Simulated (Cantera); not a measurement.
A perfectly stirred reactor is fed with CH₄ : CO₂ : H₂ = 1 : 2.5 : 1.1 (molar parts), at 0.987 atm; it is held at 2073 K, and followed from long to short residence time.

Detailed kinetics in Cantera: GRI-Mech 3.0 (53 species, 325 reactions).

Predict: x(CH₄) at τ = 0.850 s; x(CO₂) at τ = 0.850 s; x(H₂) at τ = 0.850 s; x(H) at τ = 0.850 s; x(CH₃) at τ = 0.850 s; x(CH₄) at τ = 23.0 ms; x(CO₂) at τ = 23.0 ms; x(H₂) at τ = 23.0 ms; x(H) at τ = 23.0 ms; x(CH₃) at τ = 23.0 ms.


| Property | Result |
|---|---|
| x(CH₄) at τ = 0.850 s | 0.000405 |
| x(CO₂) at τ = 0.850 s | 0.0565 |
| x(H₂) at τ = 0.850 s | 0.297 |
| x(H) at τ = 0.850 s | 0.00136 |
| x(CH₃) at τ = 0.850 s | 3.61e-5 |
| x(CH₄) at τ = 23.0 ms | 0.00669 |
| x(CO₂) at τ = 23.0 ms | 0.0706 |
| x(H₂) at τ = 23.0 ms | 0.272 |
| x(H) at τ = 23.0 ms | 0.00127 |
| x(CH₃) at τ = 23.0 ms | 0.000602 |
